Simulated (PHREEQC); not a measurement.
NaOH is added in steps, without added water, to 1 kg of water holding 12 mmol/kgw HF and 0.13 mmol/kgw (CH3)4NF, at 15 °C. Oxygen is held at 0.21 atm. No CO2 enters from the air. Nothing may precipitate in this run.

Base run: PHREEQC, ion-association model, wateq4f.dat. Each further column changes one thing. The table gives HF (mol/kgw).

```json
[
 {"NaOH added (mol)": "0", "base": "0.00862", "Davies equation for every ion": "0.00861", "database phreeqc.dat": "0.00908", "all activity coefficients set to 1": "0.00874", "metal-ligand complexes left out": "0.00862"},
 {"NaOH added (mol)": "0.002", "base": "0.00765", "Davies equation for every ion": "0.00765", "database phreeqc.dat": "0.00802", "all activity coefficients set to 1": "0.00778", "metal-ligand complexes left out": "0.00765"},
 {"NaOH added (mol)": "0.004", "base": "0.00643", "Davies equation for every ion": "0.00642", "database phreeqc.dat": "0.00669", "all activity coefficients set to 1": "0.00654", "metal-ligand complexes left out": "0.00643"},
 {"NaOH added (mol)": "0.006", "base": "0.00500", "Davies equation for every ion": "0.00499", "database phreeqc.dat": "0.00516", "all activity coefficients set to 1": "0.00508", "metal-ligand complexes left out": "0.00500"},
 {"NaOH added (mol)": "0.008", "base": "0.00342", "Davies equation for every ion": "0.00342", "database phreeqc.dat": "0.00350", "all activity coefficients set to 1": "0.00348", "metal-ligand complexes left out": "0.00342"},
 {"NaOH added (mol)": "0.01", "base": "0.00175", "Davies equation for every ion": "0.00175", "database phreeqc.dat": "0.00177", "all activity coefficients set to 1": "0.00177", "metal-ligand complexes left out": "0.00175"},
 {"NaOH added (mol)": "0.012", "base": "2.46e-7", "Davies equation for every ion": "2.46e-7", "database phreeqc.dat": "2.47e-7", "all activity coefficients set to 1": "2.48e-7", "metal-ligand complexes left out": "2.47e-7"},
 {"NaOH added (mol)": "0.014", "base": "3.40e-11", "Davies equation for every ion": "3.40e-11", "database phreeqc.dat": "3.43e-11", "all activity coefficients set to 1": "3.41e-11", "metal-ligand complexes left out": "3.42e-11"},
 {"NaOH added (mol)": "0.016", "base": "1.70e-11", "Davies equation for every ion": "1.70e-11", "database phreeqc.dat": "1.71e-11", "all activity coefficients set to 1": "1.70e-11", "metal-ligand complexes left out": "1.71e-11"}
]
```

(CH3)4N+ isn't in the database: it is added as a free cation with an ion size of 4 Å. phreeqc.dat and wateq4f.dat share most of their constants, so their agreement is no independent check.
